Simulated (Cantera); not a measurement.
A Cantera script and what it prints.

```python
import numpy as np
import cantera as ct

gas_names = """
    CL CL2 H HCL H2 N NH NH2 NH3 N2 N2H2 N2H4 Si SiCL SiCL2 SiCL3 SiCL4 SiH SiHCL3 SiH2 SiH2CL2 SiH3
    SiH3CL SiH4 SiN Si2 Si2N Si3
""".split()
cond_names = """
    NH4CL(a) NH4CL(b) Si(cr) Si(L) Si3N4(a)
""".split()


# ... load() reads the species with a 1 bar reference pressure and builds the phases ...
atoms = {
    'SiHCl3': {'Si': 1, 'H': 1, 'CL': 3},
    'HCl': {'H': 1, 'CL': 1},
    'N2': {'N': 2},
}
top_T = {'Si3N4(a)': 2400}  # K; cautious upper limits of use, not melting points


# ... equilibrate(T, P, feed) seeds the gas with the atoms and calls Mixture.equilibrate('TP', solver="vcs", rtol=1e-11, max_steps=5000) ...
results = []
feed = {'SiHCl3': 1, 'HCl': 0.023, 'N2': 32}  # mol
P = 1333.22  # Pa
for T in [923, 1023, 1123, 1223, 1323, 1423, 1523, 1623, 1723]:
    mix = equilibrate(T, P, feed)
    results.append((T, P, feed, dict(zip(mix.species_names, mix.species_moles))))

top = {s: max(r[3][s] / sum(r[3][g] for g in gas_names) for r in results) for s in gas_names}
cols = sorted((s for s in top if top[s] > 1e-06), key=lambda s: -top[s])[:9]
seen = [c for c in cond_names if any(r[3].get(c, 0) > 1e-12 for r in results)]
print("log10 of partial pressures in bar; condensed amounts in mol")
print(f"{'T/K':>10s}" + "".join(f"{s[:9]:>10s}" for s in cols + seen))
for T, P, feed, n in results:
    ng = sum(n[g] for g in gas_names)
    print(f"{T:10.4g}" + "".join(f"{np.log10(max(n[s] / ng * P / 1e5, 1e-99)):10.3f}" for s in cols)
          + "".join(f"{n.get(c, 0):10.4g}" for c in seen))
```

Result:

```
log10 of partial pressures in bar; condensed amounts in mol
       T/K        N2       HCL     SiCL2     SiCL4     SiCL3        H2        CL         H    SiHCL3  Si3N4(a)
       923    -1.895    -3.442    -9.135    -3.671    -7.205    -4.605   -10.767   -11.914    -7.282    0.1563
      1023    -1.895    -3.433    -7.575    -3.676    -6.288    -4.677    -9.513   -10.722    -6.992    0.1578
      1123    -1.895    -3.427    -6.300    -3.683    -5.539    -4.736    -8.481    -9.739    -6.757    0.1582
      1223    -1.895    -3.423    -5.246    -3.705    -4.926    -4.779    -7.621    -8.911    -6.571    0.1548
      1323    -1.896    -3.424    -4.389    -3.791    -4.459    -4.788    -6.906    -8.194    -6.450    0.1355
      1423    -1.898    -3.437    -3.772    -4.098    -4.234    -4.703    -6.350    -7.529    -6.474   0.07504
      1523    -1.901    -3.479    -3.473    -4.832    -4.390    -4.458    -5.982    -6.865    -6.760 0.0005622
      1623    -1.901    -3.451    -3.450    -5.198    -4.508    -4.627    -5.402    -6.474    -7.183         0
      1723    -1.901    -3.441    -3.435    -5.605    -4.657    -4.724    -4.929    -6.101    -7.575         0
```

Method: chemical equilibrium by Gibbs-energy minimisation in Cantera with the NASA 1993 tables (ideal gas, pure condensed phases). N2 is the only nitrogen source here; it is nearly inert below about 1500 K, so the nitride shown seldom forms there in practice. The tables' values for SiCl3, SiCl are old estimates; treat these amounts as uncertain.
